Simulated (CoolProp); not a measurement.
Vapour-liquid equilibrium of propylene (1) + 1-butene (2) at 7.43 bar; x and y are mole fractions of (1).

The numbers come from the multi-fluid Helmholtz-energy mixture model, Lemmon 2013 and Lemmon 2005; pair parameters Bell 2016 in CoolProp.

| x | bubble temperature (K) | y at the bubble point | dew temperature at overall composition x (K) | liquid density (mol/L) |
|---|---|---|---|---|
| 0.05 | 328.1 | 0.122 | 330.5 | 9.833 |
| 0.125 | 322.6 | 0.280 | 328.0 | 10.07 |
| 0.2 | [?] | 0.412 | 325.5 | 10.31 |
| 0.275 | 312.6 | [?] | 322.8 | 10.55 |
| 0.35 | 308.2 | 0.614 | 319.9 | 10.78 |
| 0.425 | 304.2 | 0.691 | [?] | 11.00 |
| 0.5 | 300.5 | [?] | 313.6 | 11.23 |
| 0.575 | 297.0 | 0.810 | [?] | 11.45 |
| 0.65 | 293.8 | 0.856 | 306.4 | 11.67 |
| 0.725 | [?] | 0.896 | 302.3 | 11.89 |
| 0.8 | 288.1 | [?] | 297.7 | 12.10 |
| 0.875 | 285.5 | 0.959 | 292.4 | 12.32 |
| 0.95 | 283.0 | 0.985 | 286.3 | 12.54 |

Fill in the missing entries.


- 0.2, bubble temperature (K): 317.4
- 0.275, y at the bubble point: 0.522
- 0.425, dew temperature at overall composition x (K): 316.9
- 0.5, y at the bubble point: 0.755
- 0.575, dew temperature at overall composition x (K): 310.2
- 0.725, bubble temperature (K): 290.8
- 0.8, y at the bubble point: 0.930

No azeotrope shows between x = 0.05 and 0.95.

Pair parameters are fitted to limited data, so mixtures are less certain than the pure fluids.
